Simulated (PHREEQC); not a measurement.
1.3 g of hydrous ferric oxide (600 m²/g; 0.2 weak and 0.005 strong sites per Fe, Dzombak-Morel constants, diffuse double layer) in 1 kg of water with 0.001 mol/kgw of an inert sodium salt and 1.8e-05 mol NaH2PO4, at 25 °C; the pH is set by adding NaOH or the inert anion's acid. Oxygen alone is held at its pressure in air (log pO2 = -0.68). The system is closed to CO2. Nothing may precipitate in this run.

The series has 13 steps of pH, from 4 to 10.

Equilibrium calculation in PHREEQC: ion-association model, wateq4f.dat.

Q: Near which pH is half of the P sorbed, and on which side is more sorbed?

A: Near pH 9.5, with more sorbed at lower pH.

H3PO4, which wateq4f.dat lacks, is added to it with the constant of phreeqc.dat.
